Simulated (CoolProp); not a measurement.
A simple Rankine cycle with hydrogen sulfide: condensing at 318.15 K, boiler at 6.49 MPa, turbine inlet 504.4 K, turbine efficiency 0.85, pump efficiency 0.8, no recuperator. Each further row changes one setting.

Computed with CoolProp (reference Helmholtz-energy equation of state, Lemmon 2006). It is a short technical equation, of lower accuracy than the large ones.

```csv
case,thermal efficiency (%),net work (kJ/kg),heat in (kJ/kg),turbine exit temperature (K),volume ratio over the turbine
as stated,9.8,56.6,580,433.5,1.77
turbine inlet 524.4 K,9.9,60.0,606,452.0,1.77
condensing temperature 310.15 K,11.7,69.9,599,417.6,2.04
boiler pressure 4.54 MPa,5.2,30.8,596,468.9,1.33
turbine efficiency 0.75,8.5,49.3,580,439.6,1.80
```
